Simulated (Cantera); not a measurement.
Feed: 1 mol Fe, a varied amount of H₂O, 32 mol N₂, held at 1225 K and 15.0 mbar.

Method: chemical equilibrium by Gibbs-energy minimisation in Cantera with the NASA 1993 tables (ideal gas, pure condensed phases). Candidate condensed phases: Fe, FeO, Fe(OH)₂, Fe(OH)₃, Fe₂O₃, Fe₃O₄, H₂O; 27 gas species. Mutual solubility and eutectic melting of coexisting phases are not modelled. The tables' stoichiometric FeO is somewhat more stable than real wüstite, so its field is too wide. FeO: taken at fixed stoichiometry. The numbers say what is thermodynamically allowed, not how fast it happens.

x: gas mole fraction; n: condensed amount in mol.

| n(H₂O) (mol) | x N₂ | x H₂ | x H₂O | x H | n Fe(γ) | n FeO(s) |
|---|---|---|---|---|---|---|
| 0.14 | 0.996 | 0.00338 | 0.000979 | 1.48e-7 | 0.891 | 0.109 |
| 0.24 | 0.993 | (withheld) | (withheld) | (withheld) | (withheld) | (withheld) |
| 0.34 | 0.989 | 0.00815 | 0.00236 | 2.30e-7 | 0.736 | 0.264 |
| 0.44 | 0.986 | 0.0105 | 0.00305 | 2.61e-7 | 0.659 | 0.341 |
| 0.53 | 0.984 | 0.0126 | 0.00366 | 2.86e-7 | 0.589 | 0.411 |
| 0.63 | 0.981 | 0.0150 | 0.00434 | 3.11e-7 | 0.512 | 0.488 |
| 0.73 | 0.978 | 0.0173 | 0.00501 | 3.35e-7 | 0.434 | 0.566 |
| 0.83 | 0.975 | 0.0196 | 0.00568 | 3.56e-7 | 0.357 | 0.643 |
| 0.93 | 0.972 | 0.0219 | 0.00635 | 3.77e-7 | 0.279 | 0.721 |
| 1 | 0.970 | 0.0235 | 0.00681 | 3.90e-7 | (withheld) | 0.775 |
| 1.1 | 0.967 | 0.0258 | 0.00747 | 4.08e-7 | 0.147 | 0.853 |
| 1.2 | 0.964 | 0.0280 | 0.00813 | 4.26e-7 | 0.0698 | 0.930 |

Problem. Fill in the missing entries.

Solution. 
- 0.24, x H₂: 0.00577
- 0.24, x H₂O: 0.00167
- 0.24, x H: 1.93e-7
- 0.24, n Fe(γ): 0.814
- 0.24, n FeO(s): 0.186
- 1, n Fe(γ): 0.225
